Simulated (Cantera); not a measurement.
A perfectly stirred reactor is fed with H2 : O2 : N2 = 0.99 : 1 : 7.6 (molar parts), equivalence ratio 0.49, at 0.120 bar; it is held at 1048 K, and followed from long to short residence time.

Model: GRI-Mech 3.0 (53 species, 325 reactions), integrated in Cantera. Radical loss at walls, strong at low pressure, is not modelled. The temperature is held fixed by assumption; the heat of reaction is taken as removed at once.

x: mole fraction; the columns are a selection and need not sum to one.

| τ (s) | x H2 | x O2 | x H | x NO | x HO2 | x NO2 | x H2O2 |
|---|---|---|---|---|---|---|---|
| 2.2 | 0.000273 | 0.0556 | 2.23e-5 | 5.08e-8 | 3.33e-6 | 1.75e-10 | 4.31e-7 |
| 1.2 | 0.000401 | 0.0556 | 4.09e-5 | 6.40e-8 | 4.01e-6 | 1.50e-10 | 4.93e-7 |
| 0.61 | 0.000612 | 0.0557 | 8.01e-5 | 8.94e-8 | 4.75e-6 | 1.33e-10 | 5.56e-7 |
| 0.32 | 0.000909 | 0.0558 | 0.000152 | 1.28e-7 | 5.42e-6 | 1.21e-10 | 6.06e-7 |
| 0.17 | 0.00133 | 0.0560 | 0.000283 | 1.84e-7 | 6.01e-6 | 1.10e-10 | 6.43e-7 |
| 0.090 | 0.00194 | 0.0562 | 0.000526 | 2.65e-7 | 6.52e-6 | 9.93e-11 | 6.68e-7 |
| 0.047 | ? | 0.0566 | ? | ? | 6.96e-6 | 8.92e-11 | 6.78e-7 |
| 0.025 | 0.00405 | 0.0572 | 0.00178 | 5.27e-7 | 7.31e-6 | 8.00e-11 | 6.74e-7 |
| 0.013 | 0.00587 | 0.0581 | 0.00322 | 7.15e-7 | 7.60e-6 | 7.13e-11 | 6.56e-7 |
| 0.0070 | ? | 0.0594 | ? | ? | 7.81e-6 | 6.31e-11 | 6.27e-7 |

**Question.** What belongs in the gaps?

**Answer.** 
- 0.047, x H2: 0.00282
- 0.047, x H: 0.000983
- 0.047, x NO: 3.80e-7
- 0.0070, x H2: 0.00828
- 0.0070, x H: 0.00548
- 0.0070, x NO: 9.06e-7
